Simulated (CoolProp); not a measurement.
Vapour-liquid equilibrium of propane (1) + isobutane (2) at 31.85 °C; x and y are mole fractions of (1).

Computed with CoolProp (multi-fluid Helmholtz-energy mixture model, Lemmon 2009 and Bücker 2006; pair parameters Kunz 2012).

**Question.** Give the bubble pressure and the first vapour's composition at x = 0.35, 0.5, 0.95. Is there an azeotrope?

**Answer.** x = 0.35: 651.7 kPa, y = 0.544; x = 0.5: 752.6 kPa, y = 0.687; x = 0.95: 1088 kPa, y = 0.977. No azeotrope shows between x = 0.05 and 0.95.

Pair parameters are fitted to limited data, so mixtures are less certain than the pure fluids.
